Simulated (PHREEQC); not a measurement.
Solution (50 °C): 0.031 mol/kgw KH2PO4, 0.011 mol/kgw NiSO4, 0.00047 mol/kgw K3PO4 and 0.018 mol/kgw HF. Closed to the air; pH follows from the charge balance.

Computed with PHREEQC (ion-association model, wateq4f.dat).

```json
{
  "pH": "3.02",
  "ionic_strength": "0.0650 mol/kgw",
  "total_alkalinity": "-17.1 meq/kg"
}
```

```tsv
species	molality	activity	log γ
K+	0.0315	0.0248	-0.104
H2PO4-	0.0274	0.0221	-0.093
HF	0.0107	0.0109	0.007
Ni+2	0.00829	0.00336	-0.393
SO4-2	0.00713	0.00293	-0.385
F-	0.00605	0.00475	-0.105
H3PO4	0.00404	0.00410	0.007
NiSO4	0.00231	0.00234	0.007
H+	0.00114	0.000955	-0.077
KSO4-	0.000946	0.000763	-0.093
HSO4-	0.000620	0.000494	-0.099
NiF+	0.000399	0.000318	-0.098
HF2-	0.000286	0.000225	-0.105
```

Precipitation was switched off in this run. H3PO4, which wateq4f.dat lacks, is added to it with the constant of phreeqc.dat. Constants without temperature data keep their 25 °C values here. The database has no phosphate complexes of Ni.
